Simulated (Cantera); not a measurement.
An isothermal, constant-pressure homogeneous reactor starts with H₂ : O₂ = 0.072 : 1 (molar parts), at 1375 K and 20.0 Torr. Integrator tolerance rtol = 1e-08.

Model: the H2/O2 subset of GRI-Mech 3.0, which has no nitrogen chemistry, integrated in Cantera. Radical loss at walls, strong at low pressure, is not modelled. The temperature is held fixed by assumption; the heat of reaction is taken as removed at once.

### Question
What does this change do: pressure from 20.0 Torr to 0.900 Torr?

### Answer
| quantity | before | after |
|---|---|---|
| x(H₂) at 2.00 s | 4.57e-7 (gas-phase equilibrium 1.36e-7) | 0.00114 (gas-phase equilibrium 6.40e-7) |
| x(O₂) at 2.00 s | 0.930 (gas-phase equilibrium 0.930) | 0.891 (gas-phase equilibrium 0.930) |
| x(O) at 2.00 s | 1.27e-5 (gas-phase equilibrium 3.78e-6) | 0.0351 (gas-phase equilibrium 1.78e-5) |
| x(H₂O) at 2.00 s | 0.0694 (gas-phase equilibrium 0.0695) | 0.0601 (gas-phase equilibrium 0.0694) |
| x(OH) at 2.00 s | 0.000131 (gas-phase equilibrium 7.17e-5) | 0.00641 (gas-phase equilibrium 0.000156) |
| x(H) at 2.00 s | 4.78e-8 (gas-phase equilibrium 7.79e-9) | 0.00674 (gas-phase equilibrium 7.96e-8) |
| x(H₂O₂) at 2.00 s | 2.30e-9 (gas-phase equilibrium 1.03e-9) | 7.12e-9 (gas-phase equilibrium 2.19e-10) |
